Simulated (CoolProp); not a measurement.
Properties of normal hydrogen along the isobar 0.0809 MPa.

Computed with CoolProp (reference Helmholtz-energy equation of state, Leachman 2009).

| T (K) | phase | density (kg/m³) | Prandtl number |
|---|---|---|---|
| 24.6 | gas | 0.8348 | 0.676 |
| 48.4 | gas | 0.4081 | 0.668 |
| 72.1 | gas | 0.2725 | 0.666 |
| 95.9 | gas | 0.2046 | 0.675 |
| 119.6 | gas | 0.1640 | 0.684 |
| 143.4 | gas | 0.1367 | 0.687 |
| 167.1 | gas | 0.1173 | 0.688 |
| 190.9 | gas | 0.1027 | 0.687 |
| 214.6 | gas | 0.09135 | 0.687 |

Viscosity comes from a separate model (Muzny 2013). Thermal conductivity comes from a separate model (Assael 2011).
